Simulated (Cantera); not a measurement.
Cantera run:

```python
import numpy as np
import cantera as ct

gas_names = """
    H HO2 H2 H2O H2O2 H2S H2SO4 O OH O2 O3 S SH SO SO2 SO3 S2 S2O S8
""".split()
cond_names = """
    H2O(s) H2O(L) H2SO4(L) S(cr1) S(cr2) S(L)
""".split()


# ... load() reads the species with a 1 bar reference pressure and builds the phases ...
atoms = {
    'H2S': {'H': 2, 'S': 1},
    'H2': {'H': 2},
    'SO2': {'S': 1, 'O': 2},
}
top_T = {}  # K; cautious upper limits of use, not melting points


# ... equilibrate(T, P, feed) seeds the gas with the atoms and calls Mixture.equilibrate('TP', solver="vcs", rtol=1e-11, max_steps=5000) ...
results = []
feed = {'H2S': 1, 'H2': 1.8, 'SO2': 0.075}  # mol
T = 1700  # K
P = 1000  # Pa
mix = equilibrate(T, P, feed)
results.append((T, P, feed, dict(zip(mix.species_names, mix.species_moles))))
x = sorted(zip(gas.X, gas.species_names), reverse=True)
print(f"T = {T:g} K  P = {P:g} Pa  gas = {mix.phase_moles(0):.4g} mol")
print("   x: " + "  ".join(f"{s} {v:.3e}" for v, s in x if v > 1e-06))
print("   condensed (mol): " + ("  ".join(f"{mix.phase(i).name} {mix.phase_moles(i):.4g}"
      for i in range(1, mix.n_phases) if mix.phase_moles(i) > 1e-12) or "none"))
```

Result:

```
T = 1700 K  P = 1000 Pa  gas = 3.271 mol
   x: H2 7.615e-01  S2 1.364e-01  H2O 4.508e-02  H2S 4.344e-02  SH 1.051e-02  H 1.286e-03  S 1.167e-03  SO 5.276e-04  SO2 1.037e-04  S2O 3.478e-05  OH 3.933e-06
   condensed (mol): none
```

Cantera equilibrium calculation (NASA polynomials, part measured and part estimated; ideal gas, pure solids and liquids).
